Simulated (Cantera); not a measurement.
What does this Cantera script print?

```python
import numpy as np
import cantera as ct

gas = ct.Solution("gri30.yaml")
gas.TPX = 1748, 59000, {'CO': 1, 'H2': 0.15, 'O2': 0.24, 'N2': 0.901}
reactor = ct.IdealGasConstPressureReactor(gas, energy="on", clone=False)
net = ct.ReactorNet([reactor])
net.rtol, net.atol = 1e-08, 1e-16
show = ['CO', 'H2', 'O2', 'NO', 'O', 'H', 'OH']
times = np.geomspace(2e-06, 5, 11)

steps = ct.SolutionArray(gas, extra=["t"])
rows = []
print(f"{'t/s':>10s}{'T/K':>9s}{'P/Pa':>11s}" + "".join(f"{s:>11s}" for s in show))
for t in times:
    while net.time < t:
        t_next = net.step()
        steps.append(gas.state, t=t_next)
    rows.append([np.interp(t, steps.t, y) for y in (steps.T, steps.P, *steps(*show).X.T)])
    print(f"{t:10.3e}{rows[-1][0]:9.1f}{rows[-1][1]:11.4g}" + "".join(f"{x:11.3e}" for x in rows[-1][2:]))
rate = np.gradient(steps.T, steps.t)
print("integrator steps:", len(steps.t))
if steps.T.max() > steps.T[0] + 200:
    print(f"time of steepest temperature rise: {steps.t[rate.argmax()]:.4e} s")
gas.TPX = 1748, 59000, {'CO': 1, 'H2': 0.15, 'O2': 0.24, 'N2': 0.901}
gas.equilibrate("HP")
print(f"equilibrium (HP): T = {gas.T:.1f} K  " + "  ".join(f"{s} {gas[s].X[0]:.3e}" for s in show))
```

It prints:

```
       t/s      T/K       P/Pa         CO         H2         O2         NO          O          H         OH
 2.000e-06   1748.0    5.9e+04  4.365e-01  6.547e-02  1.048e-01  8.045e-14  9.301e-07  1.889e-06  6.284e-07
 8.726e-06   1748.1    5.9e+04  4.364e-01  6.528e-02  1.046e-01  9.413e-12  4.644e-05  1.251e-04  3.805e-05
 3.807e-05   1918.5    5.9e+04  3.508e-01  1.088e-02  2.835e-02  7.281e-06  3.698e-02  6.058e-02  8.524e-03
 1.661e-04   2242.1    5.9e+04  3.395e-01  1.387e-02  2.062e-02  9.398e-05  2.795e-02  4.645e-02  1.208e-02
 7.248e-04   2691.6    5.9e+04  3.351e-01  1.451e-02  1.358e-02  1.016e-03  1.281e-02  2.097e-02  1.390e-02
 3.162e-03   2832.5    5.9e+04  3.317e-01  1.445e-02  9.204e-03  5.049e-03  7.747e-03  1.445e-02  1.239e-02
 1.380e-02   2830.8    5.9e+04  3.319e-01  1.450e-02  9.022e-03  5.843e-03  7.615e-03  1.438e-02  1.227e-02
 6.020e-02   2830.8    5.9e+04  3.319e-01  1.450e-02  9.022e-03  5.843e-03  7.614e-03  1.438e-02  1.227e-02
 2.627e-01   2830.8    5.9e+04  3.319e-01  1.450e-02  9.022e-03  5.843e-03  7.614e-03  1.438e-02  1.227e-02
 1.146e+00   2830.8    5.9e+04  3.319e-01  1.450e-02  9.022e-03  5.843e-03  7.614e-03  1.438e-02  1.227e-02
 5.000e+00   2830.8    5.9e+04  3.319e-01  1.450e-02  9.022e-03  5.843e-03  7.614e-03  1.438e-02  1.227e-02
integrator steps: 1102
time of steepest temperature rise: 2.2182e-05 s
equilibrium (HP): T = 2830.8 K  CO 3.319e-01  H2 1.450e-02  O2 9.022e-03  NO 5.843e-03  O 7.614e-03  H 1.438e-02  OH 1.227e-02
```

Cantera simulation using GRI-Mech 3.0 (53 species, 325 reactions); the numbers are that mechanism's predictions, not measurements.
